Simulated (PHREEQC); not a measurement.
**Phosphoric acid bath: an equilibrium model**

Consider water at 70 °C with 0.099 mol/kgw H3PO4 and 0.38 mol/kgw HNO3. Closed to the air; pH follows from the charge balance.

The numbers come from PHREEQC with the ion-association model, phreeqc.dat.

No solid was allowed to form.

### Question
Predict the pH.

### Answer
pH 0.54.

### Question
In which forms is P present?

### Answer
H3PO4 98 %, H2PO4- 2.3 % of the P.

Away from 25 °C the constants follow the database's enthalpies or fits; those with neither stay at their 25 °C values.
